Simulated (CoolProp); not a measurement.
Vapour-liquid equilibrium of propane (1) + isohexane (2) at 0.46 MPa; x and y are mole fractions of (1).

Model: multi-fluid Helmholtz-energy mixture model, Lemmon 2009 and Lemmon 2006; pair parameters Bell 2016, in CoolProp.

Question: Give the bubble temperature and the first vapour's composition at x = 0.05, 0.2, 0.35. Is there an azeotrope?

Answer: x = 0.05: 373.6 K, y = 0.323; x = 0.2: 335.0 K, y = 0.787; x = 0.35: 312.0 K, y = 0.916. No azeotrope shows between x = 0.05 and 0.95.

The pair parameters rest on a limited set of measurements; away from them the model extrapolates.
